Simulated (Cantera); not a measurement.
What does this Cantera script print?

```python
import numpy as np
import cantera as ct

gas = ct.Solution("gri30.yaml")
gas.TPX = 1600, 520000, {'CH3OH': 0.028, 'O2': 0.0093, 'N2': 1}
inlet = ct.Reservoir(gas, clone=True)

reactor = ct.IdealGasConstPressureReactor(gas, energy="off", clone=False)
exhaust = ct.Reservoir(gas, clone=True)
tau = [2, 0.85, 0.36, 0.15, 0.066, 0.028, 0.012, 0.0051, 0.0022, 0.00092, 0.00039][0]
for a, b in ((inlet, reactor), (reactor, exhaust)):
    ct.MassFlowController(a, b, mdot=lambda t: reactor.mass / tau)
net = ct.ReactorNet([reactor])
show = ['CH3OH', 'O2', 'CH2CO', 'NO', 'CO']

rows = []
print(f"{'tau/s':>10s}{'T/K':>9s}" + "".join(f"{s:>11s}" for s in show))
for tau in [2, 0.85, 0.36, 0.15, 0.066, 0.028, 0.012, 0.0051, 0.0022, 0.00092, 0.00039]:
    net.initial_time = 0.0
    net.advance(30 * tau)
    before = gas.X
    net.advance(40 * tau)
    drift = np.max(np.abs(gas.X - before) / (gas.X + 1e-9))
    rows.append([gas.T, *gas[show].X, drift])
    print(f"{tau:10.3e}{gas.T:9.1f}" + "".join(f"{x:11.3e}" for x in gas[show].X))
```

Output:

```
     tau/s      T/K      CH3OH         O2      CH2CO         NO         CO
 2.000e+00   1600.0  2.106e-06  1.810e-05  1.330e-07  1.430e-09  2.161e-02
 8.500e-01   1600.0  3.969e-06  3.352e-05  1.820e-07  1.950e-09  2.180e-02
 3.600e-01   1600.0  6.225e-06  5.133e-05  2.044e-07  3.280e-09  2.222e-02
 1.500e-01   1600.0  8.131e-06  6.569e-05  1.865e-07  7.429e-09  2.263e-02
 6.600e-02   1600.0  1.064e-05  8.485e-05  1.862e-07  1.886e-08  2.284e-02
 2.800e-02   1600.0  1.593e-05  1.252e-04  2.347e-07  4.462e-08  2.298e-02
 1.200e-02   1600.0  2.580e-05  1.981e-04  3.368e-07  8.753e-08  2.313e-02
 5.100e-03   1600.0  4.402e-05  3.252e-04  5.079e-07  1.468e-07  2.330e-02
 2.200e-03   1600.0  7.711e-05  5.342e-04  7.608e-07  2.097e-07  2.348e-02
 9.200e-04   1600.0  1.448e-04  8.930e-04  1.135e-06  2.550e-07  2.362e-02
 3.900e-04   1600.0  2.973e-04  1.481e-03  1.632e-06  2.393e-07  2.361e-02
```

Computed with Cantera and GRI-Mech 3.0 (53 species, 325 reactions). GRI-Mech 3.0 was tuned for natural gas; its chemistry of methanol as a main component is partial and can be far from experiment.
